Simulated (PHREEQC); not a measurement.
A solution holds 0.027 mol/kgw NH4HF2, 0.0047 mol/kgw (NH4)2SiF6 and 0.25 mol/kgw H3PO4, at 26 °C. Closed to the air; pH follows from the charge balance.

Computed with PHREEQC (ion-association model, wateq4f.dat).

This is a speciation only: nothing precipitates in the calculation.

Task: Order these F species by the share of F that they hold, largest first: SiF6-2, HF2-, H2F2, HF, F-.

Result: HF (52 %), SiF6-2 (34 %), H2F2 (11 %), F- (1.6 %), HF2- (0.54 %)

The pH is 1.56 and the ionic strength 0.0742 mol/kgw. wateq4f.dat counts part of the HF as a dimer, H2F2, which phreeqc.dat doesn't know; its constant is uncertain. H3PO4, which wateq4f.dat lacks, is added to it with the constant of phreeqc.dat. SiF6-2 is the database's only silicon fluoride.
